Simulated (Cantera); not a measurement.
Mixture: H2 : O2 : N2 : H2O = 1 : 0.588 : 2.21 : 0.31 (molar parts), equivalence ratio 0.85, at 2.60 bar, adiabatic and at constant pressure. Ignition delay is the time to a rise of 400 K.

Computed with Cantera and the H2/O2 subset of GRI-Mech 3.0, which has no nitrogen chemistry. The hydrogen kinetics of GRI-Mech 3.0 are dated; newer H2 mechanisms differ, most at raised pressure. Below about 950 K walls govern HO2 and H2O2 in real vessels.

Question: At T0 = 1275 K, what is the delay, and which 7 reactions control it most (d ln τ / d ln k, from doubling and halving each rate constant)?

Answer: The delay is 16.4 µs.
```
reaction                    d ln τ / d ln k   faster rate
--------------------------  ---------------  ------------
H + O2 <=> O + OH                     -1.05   shortens it
H + O2 + H2O <=> HO2 + H2O             0.19  lengthens it
H2 + O <=> H + OH                     -0.18   shortens it
H + O2 + N2 <=> HO2 + N2               0.10  lengthens it
H2 + OH <=> H + H2O                   -0.09   shortens it
H + O2 + M <=> HO2 + M                 0.07  lengthens it
H + HO2 <=> 2 OH                      -0.05   shortens it
```
